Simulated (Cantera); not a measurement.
A closed system holds: 1 mol SiC, 0.15 mol H2O, 14 mol N2, held at 1477 °C and 7.50 Torr.

Equilibrium computed with Cantera from the NASA thermochemical tables; the gas is ideal and each condensed phase is pure. Candidate condensed phases: C, C6H6, C7H8, C8H18, H2O, Si, SiC, SiO2, Si2N2O, Si3N4; 151 gas species. Rates play no part.

### Question
What is the equilibrium state?

### Answer
```json
{
  "x(N2)": "0.979",
  "x(H2)": "0.0104",
  "x(CO)": "0.00525",
  "x(SiO)": "0.00524",
  "x(H)": "0.000237",
  "x(Si)": "4.12e-5",
  "x(HCN)": "3.33e-5",
  "x(SiN)": "2.10e-6",
  "x(HNC)": "1.13e-6",
  "n(SiC(s))": "0.924 mol",
  "gas_amount": "14.30 mol",
  "log10 activity of Si(l) (absent)": "-0.56",
  "log10 activity of C(graphite) (absent)": "-1.16"
}
```
